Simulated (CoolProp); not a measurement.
C2F6 (R116) along the isotherm 425 K: Z from the reference equation and from simpler models built on Tc = 293.0 K, pc = 3048 kPa, ω = 0.257; each cubic takes its own stable root.

The numbers come from the reference Helmholtz-energy equation of state, Lemmon 2006 in CoolProp. It is a short technical equation, of lower accuracy than the large ones.

```tsv
p (kPa)	phase	reference
952	gas	0.9746
1900	gas	0.9503
2860	gas	0.9271
3810	supercritical	0.9056
4760	supercritical	0.8860
5710	supercritical	0.8687
6670	supercritical	0.8539
7620	supercritical	0.8424
8570	supercritical	0.8342
9520	supercritical	0.8295
10500	supercritical	0.8284
11400	supercritical	0.8306
12400	supercritical	0.8364
13300	supercritical	0.8445
14300	supercritical	0.8561
15200	supercritical	0.8686
```

Question: How far does each simpler model (van der Waals, Soave-Redlich-Kwong) lie from the reference over these 16 states: mean and median of the absolute difference, and the worst?

Answer: 
- van der Waals: mean 7.7 %, median 7.8 %, worst -13.2 % at 425 K and 8570 kPa
- Soave-Redlich-Kwong: mean 3.4 %, median 3.7 %, worst +5.8 % at 425 K and 13300 kPa
